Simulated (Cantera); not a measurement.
Cantera run:

```python
import numpy as np
import cantera as ct

gas_names = [...]  # 95 gases of nasa_gas.yaml made of C, F, H
cond_names = """
    C(gr) C6H6(L) C7H8(L) C8H18(L),n-octa
""".split()


# ... load() reads the species with a 1 bar reference pressure and builds the phases ...
atoms = {
    'CH2F2': {'C': 1, 'H': 2, 'F': 2},
    'F2': {'F': 2},
    'H2': {'H': 2},
}
top_T = {'C(gr)': 4500}  # K; cautious upper limits of use, not melting points


# ... equilibrate(T, P, feed) seeds the gas with the atoms and calls Mixture.equilibrate('TP', solver="vcs", rtol=1e-11, max_steps=5000) ...
results = []
feed = {'CH2F2': 1, 'F2': 0.015, 'H2': 10}  # mol
T = 1425  # K
P = 1000  # Pa
mix = equilibrate(T, P, feed)
results.append((T, P, feed, dict(zip(mix.species_names, mix.species_moles))))
print(gas.report(threshold=1e-05))
for i in range(1, mix.n_phases):
    print(f"{mix.phase(i).name:16s} {mix.phase_moles(i):12.5e} mol")
```

Output:

```
       temperature   1425 K
          pressure   1000 Pa
           density   0.00042673 kg/m^3
  mean mol. weight   5.0559 kg/kmol
   phase of matter   gas

                          1 kg             1 kmol
                     ---------------   ---------------
          enthalpy       -2.3987e+06       -1.2128e+07  J
   internal energy       -4.7421e+06       -2.3976e+07  J
           entropy             44816        2.2659e+05  J/K
    Gibbs function       -6.6262e+07       -3.3501e+08  J
 heat capacity c_p            6337.4             32042  J/K
 heat capacity c_v            4692.9             23727  J/K

                      mass frac. Y      mole frac. X     chem. pot. / RT
                     ---------------   ---------------   ---------------
               CH4        8.2551e-05        2.6016e-05           -48.585
                 H        1.2397e-05        6.2183e-05           -11.622
                HF           0.66856           0.16895           -53.022
                H2           0.33133           0.83095           -23.245
     [  +91 minor]        1.5323e-05        2.9884e-06

C(gr)             9.99616e-01 mol
```

Equilibrium computed with Cantera from the NASA thermochemical tables; the gas is ideal and each condensed phase is pure.
